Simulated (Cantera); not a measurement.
A diamond (100) surface in a fixed gas of H2 with x(CH4) = 0.009, x(H) = 0.031, at 1350 K, 0.0800 bar; coverages are run to steady state.

Cantera simulation using the Harris–Goodwin 1993 mechanism for the reconstructed diamond (100) surface; the numbers are that mechanism's predictions, not measurements.

One state of this run: growth (µm/h) = 5.83; θ c6HH = 0.350; θ c6H* = 0.0551; θ c6*H = 0.538; θ c6** = 0.0565; θ c6HM = 0.000174. θ: site fractions in the mechanism's names (c6HH fully hydrogenated, c6H* and c6*H radical sites, c6** diradical, c6HM methylated).

Q: Which value of x(CH3) does it belong to?
(A) 0.00037
(B) 0.00014
(C) 0.00098
(D) 0.0026

A: B, 0.00014
